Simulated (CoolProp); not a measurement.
Ammonia along the isotherm 150.65 °C: fugacity coefficient from the reference equation and from simpler models built on Tc = 132.4 °C, pc = 11360 kPa, ω = 0.256; each cubic takes its own stable root.

The numbers come from the reference Helmholtz-energy equation of state, Gao 2020 in CoolProp.

```
p (kPa)          phase  reference  van der Waals  Redlich-Kwong  Soave-Redlich-Kwong  Peng-Robinson
-------  -------------  ---------  -------------  -------------  -------------------  -------------
4370               gas     0.8815         0.8982         0.8872               0.8897         0.8775
8740               gas     0.7675              …         0.7782               0.7834         0.7628
13100    supercritical     0.6550              …         0.6685               0.6777         0.6525
17500    supercritical     0.5408              …         0.5582               0.5720         0.5465
21900    supercritical     0.4592         0.5018         0.4827               0.4963         0.4709
26200    supercritical     0.4049         0.4551         0.4325               0.4456              …
30600    supercritical     0.3650         0.4220         0.3958               0.4083         0.3825
35000    supercritical     0.3353         0.3984         0.3687               0.3808         0.3545
39300    supercritical     0.3130         0.3816              …               0.3604         0.3335
43700    supercritical     0.2949         0.3692         0.3326               0.3442         0.3167
48100    supercritical     0.2805         0.3603         0.3201               0.3315         0.3033
52400    supercritical     0.2690         0.3543         0.3105               0.3217         0.2927
56800    supercritical     0.2594         0.3503         0.3028               0.3139         0.2840
```

Problem. What belongs in the gaps?

Solution. 
- 8740, van der Waals: 0.7964
- 13100, van der Waals: 0.6871
- 17500, van der Waals: 0.5741
- 26200, Peng-Robinson: 0.4200
- 39300, Redlich-Kwong: 0.3485
